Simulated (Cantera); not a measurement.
Feed: 1 mol SiC, 0.085 mol CO2, 9 mol H2, equilibrated at 1527 °C and 1 atm.

Equilibrium computed with Cantera from the NASA thermochemical tables; the gas is ideal and each condensed phase is pure. Candidate condensed phases: C, C6H6, C7H8, C8H18, H2O, Si, SiC, SiO2; 123 gas species. Kinetics and transport are ignored.

Base state: H2 0.981, CO 0.0138, SiO 0.00467, H 0.000352, CH4 9.63e-5, H2O 3.06e-5 (mole fractions); condensed: SiC(s).

### Question
What changes in the equilibrium state with this change: CO2 from 0.085 to 0.28 mol?

### Answer
```csv
species,before,after
H2,0.981,0.941
CO,0.0138,0.0438
SiO,0.00467,0.0146
H2O,3.06e-5,9.24e-5
CH4,9.63e-5,8.90e-5
"SiC(s), mol",0.957,0.860
```
